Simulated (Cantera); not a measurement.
## Equilibrium for carbothermic reduction: SiO₂ + CH₄ + CO

Feed: 1 mol SiO₂, 0.61 mol CH₄, 1.1 mol CO, equilibrated at 1523.15 K.

Cantera equilibrium calculation (NASA polynomials, part measured and part estimated; ideal gas, pure solids and liquids). Candidate condensed phases: C, C₆H₆, C₇H₈, C₈H₁₈, H₂O, Si, SiC, SiO₂; 123 gas species. Mutual solubility and eutectic melting of coexisting phases are not modelled. The tables hold silica as quartz up to 1696 K and as liquid above; real silica turns to tridymite and cristobalite and melts near 1996 K. Gases not in the tables: Si(OH)₄. Rates play no part.

```
P (Pa)   log p CO  log p H₂  log p SiO  log p CH₄  log p H₂O  log p H  log p CO₂  log p C₂H₄  n SiO₂(β-quartz)  n SiC(s)  n C(graphite)
-------  --------  --------  ---------  ---------  ---------  -------  ---------  ----------  ----------------  --------  -------------
10          -4.32     -4.46      -4.76     -15.00      -8.18    -6.87      -8.46        <-16             0.390         0              0
52          -3.60     -3.75      -4.05     -12.14      -8.18    -6.51      -8.46        <-15             0.390         0              0
270         -2.85     -2.96      -3.70      -9.47      -7.74    -6.12      -8.06      -13.31             0.648     0.129              0
1400        -2.11     -2.21      -3.95      -7.47      -6.74    -5.74      -7.08      -10.82             0.782     0.196              0
7200        -1.47     -1.42      -4.18      -5.48      -5.73    -5.35      -6.20       -8.42             0.998         0          0.608
37000       -0.76     -0.71      -4.89      -4.06      -4.30    -4.99      -4.78       -6.99             1.000         0          0.610
190000      -0.05      0.00      -5.60      -2.64      -2.88    -4.64      -3.36       -5.58             1.000         0          0.609
1000000      0.68      0.71      -6.32      -1.21      -1.45    -4.28      -1.92       -4.15              1.00         0          0.607
```
log p: log10 of the partial pressure in bar; n: condensed amount in mol.

From 10.0 Pa to 52.0 Pa the condensed part is SiO₂(β-quartz). From 270 Pa to 1400 Pa the condensed part is SiC(s) + SiO₂(β-quartz). From 7200 Pa to 1000000 Pa the condensed part is C(graphite) + SiO₂(β-quartz).
